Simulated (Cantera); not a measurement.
A freely propagating, adiabatic, planar premixed flame of CH4 : O2 : N2 = 1 : 1.82 : 6.73 (molar parts), equivalence ratio 1.1, unburnt at 500 K and 0.133 bar; multicomponent+Soret transport, grid criteria slope 0.08 and curve 0.16, no radiation.

Computed with Cantera and GRI-Mech 3.0 (53 species, 325 reactions). Burning velocities carry a grid error of a few per cent, more on coarse grids.

x: mole fraction of selected species; z is measured from the peak of heat release.

```csv
z (mm),T (K),u (m/s),x CH4,x O2,x HCN,x O,x CH2,x HO2
-6.09,500,1.35,0.105,0.190,<1e-8,<1e-8,<1e-8,9.02e-8
-4.06,501,1.35,0.104,0.190,<1e-8,<1e-8,<1e-8,2.11e-6
-3.05,504,1.37,0.104,0.190,<1e-8,6.64e-8,<1e-8,1.21e-5
-2.03,551,1.50,0.0993,0.187,3.62e-8,1.06e-6,1.10e-8,4.49e-5
-1.02,933,2.59,0.0726,0.157,7.62e-7,3.26e-5,9.08e-7,4.91e-5
-0.508,…,3.80,…,…,…,…,…,…
0,…,4.94,…,…,4.99e-6,…,…,…
0.508,1889,5.43,0.00111,0.0343,5.06e-6,0.00336,2.87e-5,1.29e-5
1.02,1924,5.52,6.34e-5,0.0225,2.69e-6,0.00490,2.25e-6,1.64e-6
2.03,1943,5.55,1.70e-7,0.0166,5.16e-7,0.00546,<1e-8,8.68e-7
4.06,1961,5.59,<1e-8,0.0149,2.31e-8,0.00531,<1e-8,7.75e-7
8.12,1985,5.65,<1e-8,0.0140,<1e-8,0.00494,<1e-8,7.19e-7
16.2,2023,5.74,<1e-8,0.0129,<1e-8,0.00433,<1e-8,6.50e-7
```

Q: Complete the blanks.

A: 
- -0.508, T (K): 1347
- -0.508, x CH4: 0.0401
- -0.508, x O2: 0.114
- -0.508, x HCN: 2.31e-6
- -0.508, x O: 0.000230
- -0.508, x CH2: 2.15e-5
- -0.508, x HO2: 0.000128
- 0, T (K): 1727
- 0, x CH4: 0.0106
- 0, x O2: 0.0644
- 0, x O: 0.00120
- 0, x CH2: 7.80e-5
- 0, x HO2: 9.37e-5
